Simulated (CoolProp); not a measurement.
Vapour-liquid equilibrium of R143a (1) + isobutene (2) at 0.0124 MPa; x and y are mole fractions of (1).

Computed with CoolProp (multi-fluid Helmholtz-energy mixture model, Lemmon and Jacobsen 2000 and Lemmon 2005; pair parameters Bell 2016).

Task: Give the bubble temperature and the first vapour's composition at x = 0.25, 0.75, 0.95. Is there an azeotrope?

Result: x = 0.25: 195.4 K, y = 0.870; x = 0.75: 191.5 K, y = 0.931; x = 0.95: 190.1 K, y = 0.980. No azeotrope shows between x = 0.05 and 0.95.

The pair parameters rest on a limited set of measurements; away from them the model extrapolates. With so large a gap from Raoult's law the liquid may split in two, which this calculation doesn't test in full.
